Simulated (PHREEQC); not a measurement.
Dissolve 0.0032 mol/kgw NH3, 0.029 mol/kgw CO2 and 0.00032 mol/kgw K3PO4 at 20 °C and 300 atm. Closed to the air; pH follows from the charge balance.

Computed with PHREEQC (ion-association model, phreeqc.dat).

Precipitation was switched off in this run.

Task: What pH, specific conductance, ionic strength does the model give?

Result: pH 5.39; specific conductance 419 µS/cm; ionic strength 0.00417 mol/kgw.

Task: In which forms is C present?

Result: CO2 87 %, HCO3- 13 % of the C.

Under pressure, the constants of complexes without a molar volume in the database are unreliable.
